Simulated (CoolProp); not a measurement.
The fluid at 314.09 K and 2.54 MPa (liquid) is heated at constant pressure to 415.9 K. The same conditions are run with several fluids, on thermodynamics alone (safety and materials aside).

The numbers come from the reference Helmholtz-energy equation of state of each fluid (R22: Kamei 1995; C3F8 (R218): Lemmon 2006; vinyl chloride: Thol 2022; n-undecane: Aleksandrov 2011; isobutane: Bücker 2006) in CoolProp.

Q: Rank R22, C3F8 (R218), vinyl chloride, n-undecane, isobutane by heat (kJ/kg), highest first.

A: isobutane (474), vinyl chloride (386), n-undecane (250), R22 (246), C3F8 (R218) (158)

| fluid | final phase | final density (kg/m³) |
|---|---|---|
| R22 | gas | 72.6 |
| C3F8 (R218) | gas | 167 |
| vinyl chloride | gas | 56.4 |
| n-undecane | liquid | 649 |
| isobutane | gas | 58.8 |
